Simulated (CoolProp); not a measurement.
A single-stage vapour-compression cycle with the fluid: evaporating at 232.15 K (dew point), condensing at 260.15 K (bubble point), superheat 5 K, subcooling 5 K, compressor efficiency 0.8, no pressure losses. The same conditions are run with several fluids, on thermodynamics alone (safety and materials aside).

Model: reference Helmholtz-energy equation of state of each fluid (carbon dioxide: Span 1996; ethane: Bücker 2006; R404A: Lemmon 2003; R236FA: Pan 2012; n-perfluorobutane: Gao 2022; ethylene: Smukala 2000), in CoolProp. Blends and air are pseudo-pure fits.

Question: Rank carbon dioxide, ethane, R404A, R236FA, n-perfluorobutane, ethylene by cooling COP, highest first.

Answer: R236FA (6.18), n-perfluorobutane (5.96), R404A (5.91), ethane (5.69), carbon dioxide (5.55), ethylene (5.18)

```tsv
fluid	pressure ratio	discharge temperature (K)	refrigerating effect (kJ/kg)	volumetric capacity (kJ/m³)
carbon dioxide	2.51	306.9	281	6860
ethane	2.28	285.8	355	4670
R404A	3.16	278.7	171	1120
R236FA	4.44	272.1	155	167
n-perfluorobutane	4.20	260.1	89.0	165
ethylene	2.14	290.7	300	7430
```

The compression ends wet for: n-perfluorobutane.
